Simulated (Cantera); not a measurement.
Charge: 1 mol AlBr3, 1.9 mol NH3, 1.8 mol N2, at 270 Pa.

Cantera equilibrium calculation (NASA polynomials, part measured and part estimated; ideal gas, pure solids and liquids). Candidate condensed phases: Al, AlBr3, AlN, Br2; 19 gas species. Equilibrium is a limit: real reactors are often held back by kinetics, nucleation or transport. All values below are at 975 K.

Base state: N2 0.393, H2 0.360, HBr 0.144, AlBr3 0.103, Br 1.11e-5 (mole fractions); condensed: AlN(s).

Q: What changes in the equilibrium state with this change: 1.2 mol H2O added?

A: 
| species | before | after |
|---|---|---|
| H2 | 0.360 | 0.348 |
| N2 | 0.393 | 0.335 |
| HBr | 0.144 | 0.293 |
| AlBr3 | 0.103 | 0.0244 |
| Br | 1.11e-5 | 2.30e-5 |
| AlN(s), mol | 0.317 | 0 |
| Al2O3(s), mol | 0 | 0.400 |
Further candidate phases: Al2O3, H2O.
